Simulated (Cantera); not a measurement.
A Cantera script and its output.

```python
import numpy as np
import cantera as ct

gas = ct.Solution("gri30.yaml")
gas.TPX = 1075, 1000000, {'CO': 0.0018, 'O2': 0.067, 'H2O': 0.085, 'N2': 1}
inlet = ct.Reservoir(gas, clone=True)

reactor = ct.IdealGasConstPressureReactor(gas, energy="off", clone=False)
exhaust = ct.Reservoir(gas, clone=True)
tau = [5.7, 1.8, 0.59, 0.19, 0.061, 0.02, 0.0063, 0.002][0]
for a, b in ((inlet, reactor), (reactor, exhaust)):
    ct.MassFlowController(a, b, mdot=lambda t: reactor.mass / tau)
net = ct.ReactorNet([reactor])
show = ['CO', 'O2', 'H2O', 'CO2', 'HO2', 'N2O', 'H2']

rows = []
print(f"{'tau/s':>10s}{'T/K':>9s}" + "".join(f"{s:>11s}" for s in show))
for tau in [5.7, 1.8, 0.59, 0.19, 0.061, 0.02, 0.0063, 0.002]:
    net.initial_time = 0.0
    net.advance(30 * tau)
    before = gas.X
    net.advance(40 * tau)
    drift = np.max(np.abs(gas.X - before) / (gas.X + 1e-9))
    rows.append([gas.T, *gas[show].X, drift])
    print(f"{tau:10.3e}{gas.T:9.1f}" + "".join(f"{x:11.3e}" for x in gas[show].X))
```

It prints:

```
     tau/s      T/K         CO         O2        H2O        CO2        HO2        N2O         H2
 5.700e+00   1075.0  2.636e-04  5.746e-02  7.372e-02  1.297e-03  4.944e-07  3.538e-08  4.148e-07
 1.800e+00   1075.0  5.119e-04  5.757e-02  7.371e-02  1.049e-03  7.805e-07  3.149e-08  7.008e-07
 5.900e-01   1075.0  8.400e-04  5.773e-02  7.369e-02  7.206e-04  1.109e-06  2.072e-08  9.821e-07
 1.900e-01   1075.0  1.176e-03  5.789e-02  7.368e-02  3.845e-04  1.400e-06  1.033e-08  1.038e-06
 6.100e-02   1075.0  1.406e-03  5.800e-02  7.367e-02  1.541e-04  1.528e-06  3.970e-09  7.067e-07
 2.000e-02   1075.0  1.514e-03  5.805e-02  7.367e-02  4.598e-05  1.380e-06  1.180e-09  2.790e-07
 6.300e-03   1075.0  1.556e-03  5.807e-02  7.367e-02  3.953e-06  4.732e-07  1.121e-10  2.435e-08
 2.000e-03   1075.0  1.560e-03  5.807e-02  7.367e-02  1.118e-07  3.500e-08  5.442e-12  6.396e-10
```

Model: GRI-Mech 3.0 (53 species, 325 reactions), integrated in Cantera.
